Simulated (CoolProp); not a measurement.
Vapour-liquid equilibrium of n-heptane (1) + p-xylene (2) at 0.98 MPa; x and y are mole fractions of (1).

Computed with CoolProp (multi-fluid Helmholtz-energy mixture model, Span 2003 and Zhou 2012; pair parameters Bell 2016).

```csv
x,"bubble temperature, mixture model (°C)","bubble temperature, Raoult's law (°C)","y, mixture model","y, Raoult's law"
0.05,245.3,245.8,0.094,0.103
0.15,238.0,239.1,0.256,0.280
0.25,231.6,233.0,0.390,0.426
0.35,226.0,227.4,0.503,0.547
0.45,221.0,222.3,0.601,0.650
0.55,216.5,217.6,0.687,0.737
0.65,212.4,213.2,0.765,0.811
0.75,208.6,209.1,0.837,0.875
0.85,205.0,205.3,0.905,0.930
0.95,201.6,201.7,0.969,0.978
```

The largest gap from Raoult's law is -1.4 K in bubble temperature, at x = 0.35. No azeotrope shows between x = 0.05 and 0.95.

Pair parameters are fitted to limited data, so mixtures are less certain than the pure fluids.
